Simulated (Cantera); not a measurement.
A perfectly stirred reactor is fed with H2 : O2 : N2 : H2O = 1 : 0.505 : 1.9 : 0.23 (molar parts), at 1.40 bar; it is adiabatic with a 773 K inlet, and is followed from long to short residence time, starting on the burning branch (τ in s: 0.16, 0.066, 0.027, 0.011, 0.0044, 0.0018, 0.00072, 0.00029, 0.00012, 4.7e-05, 1.9e-05).

Model: the H2/O2 subset of GRI-Mech 3.0, which has no nitrogen chemistry, integrated in Cantera.

Predict: blow-out, bracketed by the residence times tried; x(H2) at τ = 0.160 s; x(O2) at τ = 0.160 s; x(H2O) at τ = 0.160 s; x(OH) at τ = 0.160 s; x(O) at τ = 0.160 s; x(H2) at τ = 1.80 ms; x(O2) at τ = 1.80 ms; x(H2O) at τ = 1.80 ms; x(OH) at τ = 1.80 ms; x(O) at τ = 1.80 ms.


```
Item                                                                              Result
------------------------------------------------  --------------------------------------
blow-out, bracketed by the residence times tried  burning at 19.0 µs, the shortest tried
x(H2) at τ = 0.160 s                                                              0.0207
x(O2) at τ = 0.160 s                                                             0.00909
x(H2O) at τ = 0.160 s                                                              0.357
x(OH) at τ = 0.160 s                                                              0.0121
x(O) at τ = 0.160 s                                                              0.00128
x(H2) at τ = 1.80 ms                                                              0.0274
x(O2) at τ = 1.80 ms                                                              0.0120
x(H2O) at τ = 1.80 ms                                                              0.345
x(OH) at τ = 1.80 ms                                                              0.0148
x(O) at τ = 1.80 ms                                                              0.00219
```
